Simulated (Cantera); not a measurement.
Charge: 1 mol Cr, 0.77 mol N2, 12 mol NH3, at 1575 K and 0.0100 bar.

Method: chemical equilibrium by Gibbs-energy minimisation in Cantera with the NASA 1993 tables (ideal gas, pure condensed phases). Candidate condensed phases: Cr, CrN, Cr2N; 11 gas species. Equilibrium is a limit: real reactors are often held back by kinetics, nucleation or transport.

Base state: H2 0.726, N2 0.273, H 0.000354, Cr 0.000244 (mole fractions); condensed: Cr(s).

Q: What changes in the equilibrium state with this change: pressure from 0.0100 bar to 1.00 bar?

A: 
```
species         before    after
------------  --------  -------
H2               0.726    0.734
N2               0.273    0.266
H             0.000354  3.56e-5
Cr            0.000244  2.00e-6
NH3            1.62e-7  1.62e-5
Cr(s), mol       0.994        0
Cr2N(s), mol         0    0.500
```
